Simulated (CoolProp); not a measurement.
The fluid at 305.88 K and 1.97 MPa flows at 0.071 m/s in a round tube of 10 mm bore and 0.25 µm roughness, fully developed (64/Re and Nu = 3.66 if laminar; Colebrook and Gnielinski if turbulent). The same conditions are run with several fluids, on thermodynamics alone (safety and materials aside).

The numbers come from the reference Helmholtz-energy equation of state of each fluid (sulfur hexafluoride: Guder 2009; ethane: Bücker 2006; R13: Platzer 1990; C2F6 (R116): Lemmon 2006) in CoolProp. The equations of Platzer and Polt are older, rougher fits.

Question: Rank sulfur hexafluoride, ethane, R13, C2F6 (R116) by Reynolds number, highest first.

Answer: sulfur hexafluoride (6370), C2F6 (R116) (6240), R13 (4550), ethane (1910)

```json
[
 {"fluid": "sulfur hexafluoride", "Darcy friction factor": "0.0349", "pressure drop (Pa/m)": "1.33", "heat-transfer coefficient (W/(m² K))": "35.7", "mass flow (kg/h)": "3.02"},
 {"fluid": "ethane", "Darcy friction factor": "0.0335", "pressure drop (Pa/m)": "0.232", "heat-transfer coefficient (W/(m² K))": "8.87", "mass flow (kg/h)": "0.551"},
 {"fluid": "R13", "Darcy friction factor": "0.0384", "pressure drop (Pa/m)": "0.967", "heat-transfer coefficient (W/(m² K))": "23.5", "mass flow (kg/h)": "2.00"},
 {"fluid": "C2F6 (R116)", "Darcy friction factor": "0.0351", "pressure drop (Pa/m)": "1.21", "heat-transfer coefficient (W/(m² K))": "36.7", "mass flow (kg/h)": "2.75"}
]
```

Transport values come from each fluid's own correlations; those of R13, C2F6 (R116) are estimates that may be off by 10 % or more.
